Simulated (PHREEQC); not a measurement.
1 kg of water holding 0.056 mol NaCl meets 20 L of dry gas (CO2 0.49, H2 0.51 by moles) at fixed total pressure, at 25 °C; fugacities by Peng-Robinson. The gases take part in no redox reaction, some water evaporates into the gas, and hydrates or a liquid gas phase aren't modelled. No solid was allowed to form.

Equilibrium calculation in PHREEQC: ion-association model, phreeqc.dat.

Q: Predict dissolved CO2 (all carbonate carbon) (mol/kgw), pH at P (atm) = 10, 15, 20, 30.

A: 
```csv
P (atm),dissolved CO2 (all carbonate carbon) (mol/kgw),pH
10,0.153,3.57
15,0.224,3.49
20,0.290,3.43
30,0.413,3.35
```
